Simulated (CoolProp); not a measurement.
Benzene at 373.12 K and 0.103 MPa flows at 0.8 m/s in a round tube of 2 mm bore and 15 µm roughness, fully developed (64/Re and Nu = 3.66 if laminar; Colebrook and Gnielinski if turbulent). Each further row changes one setting.

Values from CoolProp's reference Helmholtz-energy equation of state, Thol 2012.

| case | Reynolds number | Darcy friction factor | pressure drop (Pa/m) | heat-transfer coefficient (W/(m² K)) | mass flow (kg/h) |
|---|---|---|---|---|---|
| as stated | 456 | 0.140 | 60.0 | 31.5 | 0.0242 |
| velocity 1.6 m/s | 911 | 0.0702 | 120 | 31.5 | 0.0483 |
| diameter 4 mm | 911 | 0.0702 | 15.0 | 15.8 | 0.0966 |

Viscosity comes from a separate model (Avgeri 2014). Thermal conductivity comes from a separate model (Assael 2012).
